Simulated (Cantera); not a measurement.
Mixture: 4.45 % CH₄, 0.978 % C₂H₆, 19.9 % O₂, 74.7 % N₂, at 0.987 atm, adiabatic and at constant volume. Ignition delay is the time to a rise of 400 K.

Cantera simulation using GRI-Mech 3.0 (53 species, 325 reactions); the numbers are that mechanism's predictions, not measurements.

Question: At T0 = 1450 K, what is the delay, and which 5 reactions control it most (d ln τ / d ln k, from doubling and halving each rate constant)?

Answer: The delay is 0.191 ms.
| reaction | d ln τ / d ln k | faster rate |
|---|---|---|
| H + O2 <=> O + OH | -0.61 | shortens it |
| CH3 + HO2 <=> CH3O + OH | -0.43 | shortens it |
| CH4 + H <=> CH3 + H2 | 0.30 | lengthens it |
| CH4 + OH <=> CH3 + H2O | 0.27 | lengthens it |
| C2H6 + OH <=> C2H5 + H2O | -0.19 | shortens it |
